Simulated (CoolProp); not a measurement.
Computed with CoolProp (reference Helmholtz-energy equation of state, Lemmon 2013).

For propylene, give the phase and the cp (kJ/(kg K)), cv (kJ/(kg K)), Joule-Thomson coefficient (K/MPa), Prandtl number at 381.3 K and 0.101 MPa; 391.2 K and 0.101 MPa.


- 381.3 K and 0.101 MPa: gas; cp 1.85, cv 1.65, Joule-Thomson coefficient 8.44, Prandtl number 0.764
- 391.2 K and 0.101 MPa: gas; cp 1.89, cv 1.68, Joule-Thomson coefficient 7.88, Prandtl number 0.763

Viscosity comes from a separate model (Huber 2003), an estimate that may be off by 10 % or more. Thermal conductivity comes from a separate model (Huber 2003), an estimate that may be off by 10 % or more.
